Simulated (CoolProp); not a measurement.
Sulfur hexafluoride along the isotherm 291.2 K: density (kg/m³) from the reference equation and from simpler models built on Tc = 318.7 K, pc = 37.55 bar, ω = 0.210; each cubic takes its own stable root.

Values from CoolProp's reference Helmholtz-energy equation of state, Guder 2009.

```json
[
 {"p (bar)": "0.0594", "phase": "gas", "reference": "0.3586"},
 {"p (bar)": "0.113", "phase": "gas", "reference": "0.6826"},
 {"p (bar)": "0.213", "phase": "gas", "reference": "1.288"},
 {"p (bar)": "0.404", "phase": "gas", "reference": "2.449"},
 {"p (bar)": "0.767", "phase": "gas", "reference": "4.670"},
 {"p (bar)": "1.45", "phase": "gas", "reference": "8.904"},
 {"p (bar)": "2.76", "phase": "gas", "reference": "17.23"},
 {"p (bar)": "5.22", "phase": "gas", "reference": "33.71"},
 {"p (bar)": "9.9", "phase": "gas", "reference": "68.86"},
 {"p (bar)": "18.8", "phase": "gas", "reference": "161.9"}
]
```

### Question
How far does each simpler model (ideal gas, van der Waals, Redlich-Kwong, Peng-Robinson) lie from the reference over these 10 states: mean and median of the absolute difference, and the worst?

### Answer
- ideal gas: mean 5.7 %, median 1.3 %, worst -30.0 % at 291.2 K and 18.8 bar
- van der Waals: mean 1.4 %, median 0.2 %, worst -8.9 % at 291.2 K and 18.8 bar
- Redlich-Kwong: mean 0.4 %, median 0.0 %, worst -3.0 % at 291.2 K and 18.8 bar
- Peng-Robinson: mean 0.4 %, median 0.1 %, worst +1.7 % at 291.2 K and 18.8 bar
